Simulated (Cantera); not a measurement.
What does this Cantera script print?

```python
import numpy as np
import cantera as ct

gas_names = """
    H HO2 H2 H2O H2O2 Mg MgH MgO MgOH MgO2H2 Mg2 O OH O2 O3
""".split()
cond_names = """
    H2O(s) H2O(L) Mg(cr) Mg(L) MgO(s) MgO(L) MgO2H2(s)
""".split()


# ... load() reads the species with a 1 bar reference pressure and builds the phases ...
atoms = {
    'Mg(OH)2': {'Mg': 1, 'O': 2, 'H': 2},
    'H2': {'H': 2},
    'O2': {'O': 2},
}
top_T = {}  # K; cautious upper limits of use, not melting points


# ... equilibrate(T, P, feed) seeds the gas with the atoms and calls Mixture.equilibrate('TP', solver="vcs", rtol=1e-11, max_steps=5000) ...
results = []
feed = {'Mg(OH)2': 1, 'H2': 1.6, 'O2': 0.12}  # mol
T = 1748.15  # K
P = 101325  # Pa
mix = equilibrate(T, P, feed)
results.append((T, P, feed, dict(zip(mix.species_names, mix.species_moles))))
x = sorted(zip(gas.X, gas.species_names), reverse=True)
print(f"T = {T:g} K  P = {P:g} Pa  gas = {mix.phase_moles(0):.4g} mol")
print("   x: " + "  ".join(f"{s} {v:.3e}" for v, s in x if v > 0.001))
print("   condensed (mol): " + ("  ".join(f"{mix.phase(i).name} {mix.phase_moles(i):.4g}"
      for i in range(1, mix.n_phases) if mix.phase_moles(i) > 1e-12) or "none"))
```

Output:

```
T = 1748.15 K  P = 101325 Pa  gas = 2.6 mol
   x: H2 5.230e-01  H2O 4.769e-01
   condensed (mol): MgO(s) 1
```

Method: chemical equilibrium by Gibbs-energy minimisation in Cantera with the NASA 1993 tables (ideal gas, pure condensed phases).
